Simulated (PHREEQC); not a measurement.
Nickel, zinc or cadmium bath: speciation

A solution holds 50 mmol/kgw CdSO4, 0.19 mmol/kgw KCl and 0.12 mmol/kgw FeSO4, at 25 °C. Closed to the air; pH follows from the charge balance.

The numbers come from PHREEQC with the ion-association model, wateq4f.dat.

```
Property                Value
--------------  -------------
pH                       6.10
ionic strength  0.101 mol/kgw
```

```csv
species,molality,activity,log γ
Cd+2,0.0251,0.00933,-0.430
SO4-2,0.0206,0.00766,-0.430
CdSO4,0.0201,0.0206,0.010
Cd(SO4)2-2,0.00466,0.00173,-0.430
K+,0.000181,0.000138,-0.117
Cl-,0.000102,7.75e-5,-0.117
CdCl+,8.84e-5,6.90e-5,-0.108
Fe+2,7.84e-5,3.13e-5,-0.399
FeSO4,4.16e-5,4.26e-5,0.010
```

This is a speciation only: nothing precipitates in the calculation. Complexes and solids missing from the database can't appear.
